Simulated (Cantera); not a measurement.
A closed system holds: 1 mol C₂H₆, 1.1 mol O₂, 0.07 mol H₂O, held at 2073 K and 7.50 Torr.

Equilibrium computed with Cantera from the NASA thermochemical tables; the gas is ideal and each condensed phase is pure. Candidate condensed phases: C, C₆H₆, C₇H₈, C₈H₁₈, H₂O; 110 gas species. Equilibrium is a limit: real reactors are often held back by kinetics, nucleation or transport.

Base state: H₂ 0.544, CO 0.384, H₂O 0.0459, H 0.0194, CO₂ 0.00668, OH 0.000186 (mole fractions); condensed: gas only.

Question: What changes in the equilibrium state with this change: O₂ from 1.1 to 0.29 mol?

Answer: 
```csv
species,before,after
H₂,0.544,0.803
CO,0.384,0.173
H,0.0194,0.0236
H₂O,0.0459,1.23e-7
CO₂,0.00668,5.45e-9
C₂H₂ (acetylene),<1e-9,0.000984
"C(graphite), mol",0,1.34
```
